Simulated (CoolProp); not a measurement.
Properties of methanol along the isobar 36900 kPa.

Model: reference Helmholtz-energy equation of state, de Reuck 1993, in CoolProp.

| T (K) | phase | cv (kJ/(kg K)) | Joule-Thomson coefficient (K/MPa) | isothermal compressibility (1/MPa) | expansivity (1/kK) |
|---|---|---|---|---|---|
| 340 | liquid | 2.327 | -0.2990 | 0.001067 | 1.037 |
| 368 | liquid | 2.483 | -0.2595 | 0.001238 | 1.123 |
| 396 | liquid | 2.635 | -0.2142 | 0.001463 | 1.249 |
| 424 | liquid | 2.781 | -0.1619 | 0.001772 | 1.422 |
| 452 | liquid | 2.917 | -0.09978 | 0.002216 | 1.652 |
| 480 | liquid | 3.041 | -0.02253 | 0.002885 | 1.961 |
| 508 | liquid | 3.149 | 0.07862 | 0.003935 | 2.378 |
| 536 | supercritical | 3.237 | 0.2166 | 0.005629 | 2.935 |
| 564 | supercritical | 3.295 | 0.4077 | 0.008379 | 3.645 |
| 592 | supercritical | 3.313 | 0.6505 | 0.01243 | 4.358 |
| 620 | supercritical | 3.289 | 0.9068 | 0.01716 | 4.753 |
